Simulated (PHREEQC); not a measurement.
Dissolve 0.071 mol/kgw HF, 0.14 mol/kgw NH4F and 0.00048 mol/kgw HCl at 20 °C. Closed to the air; pH follows from the charge balance.

All values are PHREEQC results (ion-association model, phreeqc.dat), not measurements.

This is a speciation only: nothing precipitates in the calculation.

Problem. Estimate the pH, activity of water, density.

Solution. pH 3.37; activity of water 0.994; density 1.001 g/cm³.

Problem. In which forms is F present?

Solution. F- 56 %, HF 23 %, HF2- 20 % of the F.
